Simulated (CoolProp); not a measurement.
Computed with CoolProp (reference Helmholtz-energy equation of state, Polt 1992). This equation is an older, rougher fit.

Q: For propyne, give the phase and the density (kg/m³), isothermal compressibility (1/MPa), fugacity coefficient at 434 K and 31.2 bar.

A: 
- 434 K and 31.2 bar: gas; density 41.4, isothermal compressibility 0.390, fugacity coefficient 0.854
